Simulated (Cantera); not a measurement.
A perfectly stirred reactor is fed with H2 : O2 = 0.26 : 1 (molar parts), equivalence ratio 0.13, at 0.0267 bar; it is held at 998 K, and followed from long to short residence time.

Cantera simulation using GRI-Mech 3.0 (53 species, 325 reactions); the numbers are that mechanism's predictions, not measurements. Radical loss at walls, strong at low pressure, is not modelled. The temperature is held fixed by assumption; the heat of reaction is taken as removed at once.

Problem. What does this change do: H2 0.26 to 0.62 parts?

Solution. 
```json
[
 {"quantity": "x(H2) at τ = 12.0 s", "before": "0.000249", "after": "0.000447"},
 {"quantity": "x(O2) at τ = 12.0 s", "before": "0.770", "after": "0.527"},
 {"quantity": "x(OH) at τ = 12.0 s", "before": "0.000187", "after": "0.000231"},
 {"quantity": "x(HO2) at τ = 12.0 s", "before": "4.68e-6", "after": "8.36e-6"},
 {"quantity": "x(O) at τ = 12.0 s", "before": "0.000104", "after": "8.69e-5"},
 {"quantity": "x(H2) at τ = 69.0 ms", "before": "0.00546", "after": "0.0104"},
 {"quantity": "x(O2) at τ = 69.0 ms", "before": "0.767", "after": "0.526"},
 {"quantity": "x(OH) at τ = 69.0 ms", "before": "0.00128", "after": "0.00156"},
 {"quantity": "x(HO2) at τ = 69.0 ms", "before": "2.61e-5", "after": "3.86e-5"},
 {"quantity": "x(O) at τ = 69.0 ms", "before": "0.00266", "after": "0.00241"}
]
```

Problem. What does this change do: H2 0.26 to 0.18 parts?

Solution. 
```tsv
quantity	before	after
x(H2) at τ = 12.0 s	0.000249	0.000196
x(O2) at τ = 12.0 s	0.770	0.835
x(OH) at τ = 12.0 s	0.000187	0.000166
x(HO2) at τ = 12.0 s	4.68e-6	3.58e-6
x(O) at τ = 12.0 s	0.000104	0.000109
x(H2) at τ = 69.0 ms	0.00546	0.00416
x(O2) at τ = 69.0 ms	0.767	0.832
x(OH) at τ = 69.0 ms	0.00128	0.00115
x(HO2) at τ = 69.0 ms	2.61e-5	2.07e-5
x(O) at τ = 69.0 ms	0.00266	0.00271
```
